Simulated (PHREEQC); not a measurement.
Solution (25 °C): 0.0026 mol/kgw NaHSO4 and 0.00053 mol/kgw HF. Closed to the air; pH follows from the charge balance.

Computed with PHREEQC (ion-association model, phreeqc.dat).

This is a speciation only: nothing precipitates in the calculation.

### Question
Predict the pH, specific conductance.

### Answer
pH 2.66; specific conductance 1240 µS/cm.

### Question
In which forms is S present?

### Answer
SO4-2 85 %, HSO4- 14 %, NaSO4- 0.8 % of the S.

Species that the database lacks are ignored.
